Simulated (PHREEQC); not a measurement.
Na2SO4 is added in steps, without added water, to 1 kg of water holding 0.066 mol HF, 0.00054 mol NH4F, 0.0001 mol (NH4)2SiF6 and 0.00031 mol H3PO4, at 20 °C. Oxygen alone is held at its pressure in air (log pO2 = -0.68). CO2 from the air is kept out. The run lets SiO2(a), Mirabilite precipitate or redissolve, and no other solid.

Base run: PHREEQC, ion-association model, wateq4f.dat. Each further column changes one thing. The table gives SO4-2 (mol/kgw).

| Na2SO4 added (mol) | base | metal-ligand complexes left out | all activity coefficients set to 1 | Debye-Hückel limiting law | Davies equation for every ion |
|---|---|---|---|---|---|
| 0 | 0 | 0 | 0 | 0 | 0 |
| 0.03125 | 0.0238 | 0.0262 | 0.0195 | 0.0257 | ? |
| 0.05625 | 0.0424 | 0.0489 | ? | 0.0477 | 0.0424 |
| 0.0875 | 0.0647 | 0.0780 | ? | 0.0762 | 0.0639 |
| 0.1125 | 0.0818 | 0.102 | 0.0540 | 0.0997 | 0.0798 |
| 0.1437 | 0.102 | 0.131 | 0.0633 | 0.130 | 0.0980 |
| 0.1688 | 0.118 | 0.155 | 0.0698 | 0.154 | 0.111 |
| 0.2 | 0.137 | 0.185 | ? | 0.185 | 0.127 |

Some entries are withheld; supply them.


- 0.03125, Davies equation for every ion: 0.0239
- 0.05625, all activity coefficients set to 1: 0.0322
- 0.0875, all activity coefficients set to 1: 0.0452
- 0.2, all activity coefficients set to 1: 0.0769

wateq4f.dat counts part of the HF as a dimer, H2F2, which phreeqc.dat doesn't know; its constant is uncertain. H3PO4, which wateq4f.dat lacks, is added to it with the constant of phreeqc.dat. SiF6-2 is the database's only silicon fluoride.
